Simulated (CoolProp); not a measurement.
Saturation properties of dimethyl carbonate.

Values from CoolProp's reference Helmholtz-energy equation of state, Zhou 2011.

```
T (K)  p (MPa)  liquid density (kg/m³)  vapour density (kg/m³)  enthalpy of vaporisation (kJ/kg)  liquid cp (kJ/(kg K))  surface tension (mN/m)
-----  -------  ----------------------  ----------------------  --------------------------------  ---------------------  ----------------------
383.2   0.1840                   945.0                   5.446                             361.4                  2.011                    16.3
394.8   0.2520                   927.6                   7.328                             352.7                  2.044                    14.8
406.4   0.3380                   909.7                   9.687                             343.7                  2.079                    13.4
418     0.4451                   891.3                   12.61                             334.2                  2.116                    12.0
429.7   0.5776                   872.1                   16.23                             324.2                  2.156                    10.6
441.3   0.7368                   852.4                   20.61                             313.7                  2.199                    9.28
452.9   0.9272                   831.8                   25.93                             302.4                  2.247                    8.02
464.6    1.155                   810.1                   32.44                             290.2                  2.302                    6.79
```

It boils at 363.3 K under 1 atm.

Surface tension comes from a separate correlation (Mulero 2014).
